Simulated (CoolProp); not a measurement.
Vapour-liquid equilibrium of R143a (1) + R1234yf (2) at -29.25 °C; x and y are mole fractions of (1).

The numbers come from the multi-fluid Helmholtz-energy mixture model, Lemmon and Jacobsen 2000 and Lemmon 2022; pair parameters Bell 2016 in CoolProp.

### Question
Give the bubble pressure and the first vapour's composition at x = 0.2, 0.5, 0.65. Is there an azeotrope?

### Answer
x = 0.2: 0.1290 MPa, y = 0.354; x = 0.5: 0.1651 MPa, y = 0.671; x = 0.65: 0.1822 MPa, y = 0.786. No azeotrope shows between x = 0.05 and 0.95.

Pair parameters are fitted to limited data, so mixtures are less certain than the pure fluids.
